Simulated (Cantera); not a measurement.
Source: NASA polynomial tables (part measured, part estimated), evaluated in Cantera. Values are per mole of reaction as written; species without (g) are pure solids or liquids, kept so even where they would boil at 1 bar.

BCl₃(g) + NF₃(g) ⇌ N(g) + 3 Cl(g) + BF₃(g), with ΔH° = 235.6 kJ and ΔS° = 352.4 J/K at 300 K.

### Question
How far is the shortcut ΔG° ≈ ΔH°(300 K) − T·ΔS°(300 K) from the full temperature-dependent value at 1998, 2073, 2148, 2223, 2298, 2373 K?

### Answer
```json
[
 {"T (K)": "1998", "shortcut (kJ)": "-468.4", "full (kJ)": "-488.3", "difference (kJ)": "19.9", "difference in log10 K": "-0.52"},
 {"T (K)": "2073", "shortcut (kJ)": "-494.8", "full (kJ)": "-515.7", "difference (kJ)": "20.9", "difference in log10 K": "-0.53"},
 {"T (K)": "2148", "shortcut (kJ)": "-521.3", "full (kJ)": "-543.1", "difference (kJ)": "21.9", "difference in log10 K": "-0.53"},
 {"T (K)": "2223", "shortcut (kJ)": "-547.7", "full (kJ)": "-570.5", "difference (kJ)": "22.8", "difference in log10 K": "-0.54"},
 {"T (K)": "2298", "shortcut (kJ)": "-574.1", "full (kJ)": "-597.9", "difference (kJ)": "23.8", "difference in log10 K": "-0.54"},
 {"T (K)": "2373", "shortcut (kJ)": "-600.6", "full (kJ)": "-625.3", "difference (kJ)": "24.7", "difference in log10 K": "-0.54"}
]
```
The shortcut ignores the heat-capacity change of the reaction.
